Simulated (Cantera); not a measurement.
Charge: 1 mol Si, 1.9 mol HCl, 0.27 mol H₂, equilibrated at 998.15 K and 0.133 bar.

Equilibrium computed with Cantera from the NASA thermochemical tables; the gas is ideal and each condensed phase is pure. Candidate condensed phases: Si; 19 gas species. The tables' values for SiCl₃ are old estimates; treat these amounts as uncertain. Equilibrium is a limit: real reactors are often held back by kinetics, nucleation or transport.

**Question.** What is the equilibrium state?

**Answer.** 
| Quantity | Result |
|---|---|
| x(H₂) | 0.687 |
| x(SiCl₄) | 0.233 |
| x(SiHCl₃) | 0.0550 |
| x(HCl) | 0.0202 |
| x(SiCl₃) | 0.00309 |
| x(SiH₂Cl₂) | 0.00140 |
| x(SiCl₂) | 0.00100 |
| x(SiH₃Cl) | 9.07e-6 |
| n(Si(s)) | 0.507 mol |
| gas amount | 1.681 mol |
